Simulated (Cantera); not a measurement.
Input (Python, Cantera) and output of one run.

```python
import numpy as np
import cantera as ct

gas_names = """
    H2O H2 H2O2 H
""".split()
cond_names = """
    V2O4(I) V2O4(II) V2O4(L) V2O5(s) V2O5(L) V(cr) V(L)
""".split()


# ... load() reads the species with a 1 bar reference pressure and builds the phases ...
species = {s.name: s for s in load("nasa_gas.yaml", gas_names) + load("nasa_condensed.yaml", cond_names)}
# Each term lists the table entries of one substance; the one whose range holds T is used.
reactions = {
    'H2O(g) + V2O4 = H2(g) + V2O5':
        [(-1, ['H2O']), (-1, ['V2O4(I)', 'V2O4(II)', 'V2O4(L)']), (1, ['H2']), (1, ['V2O5(s)', 'V2O5(L)'])],
    '2 H2O2(g) + 2 V = V2O4 + 4 H(g)':
        [(-2, ['H2O2']), (-2, ['V(cr)', 'V(L)']), (1, ['V2O4(I)', 'V2O4(II)', 'V2O4(L)']), (4, ['H'])],
}


def pick(names, T):
    return next(species[n] for n in names if species[n].thermo.min_temp <= T <= species[n].thermo.max_temp)


results = []
for label, terms in reactions.items():
    print(label)
    print("     T/K   dH/kJ  dS/(J/K)   dG/kJ   log10 K")
    for T in [300, 925, 1025, 1125, 1225, 1325, 1425, 1525, 1625]:
        used = [(nu, pick(names, T)) for nu, names in terms]
        dH = sum(nu * s.thermo.h(T) for nu, s in used) / 1e6
        dS = sum(nu * s.thermo.s(T) for nu, s in used) / 1e3
        dG = dH - T * dS / 1e3
        logK = -dG * 1e6 / (ct.gas_constant * T * np.log(10))
        results.append((label, T, dH, dS, dG, logK, [s.name for _, s in used]))
        print(f"{T:8g} {dH:8.1f} {dS:8.1f} {dG:8.1f} {logK:8.2f}")
```

Output:

```
H2O(g) + V2O4 = H2(g) + V2O5
     T/K   dH/kJ  dS/(J/K)   dG/kJ   log10 K
     300    118.4    -31.0    127.7   -22.24
     925    117.0    -44.1    157.8    -8.91
    1025    183.4     26.2    156.5    -7.98
    1125    185.0     27.8    153.8    -7.14
    1225    186.4     28.9    151.0    -6.44
    1325    187.4     29.7    148.0    -5.84
    1425    188.2     30.3    145.0    -5.32
    1525    188.7     30.6    142.0    -4.86
    1625    189.0     30.8    138.9    -4.47
2 H2O2(g) + 2 V = V2O4 + 4 H(g)
     T/K   dH/kJ  dS/(J/K)   dG/kJ   log10 K
     300   -282.5     35.9   -293.2    51.05
     925   -230.9    139.9   -360.3    20.35
    1025   -225.0    146.0   -374.6    19.09
    1125   -219.3    151.3   -389.5    18.08
    1225   -213.8    155.9   -404.8    17.26
    1325   -208.7    160.0   -420.6    16.58
    1425   -203.7    163.6   -436.8    16.01
    1525   -199.0    166.7   -453.3    15.53
    1625   -194.6    169.6   -470.1    15.11
```

Source: NASA polynomial tables (part measured, part estimated), evaluated in Cantera. Condensed species are held in their standard states even where they would react or evaporate.
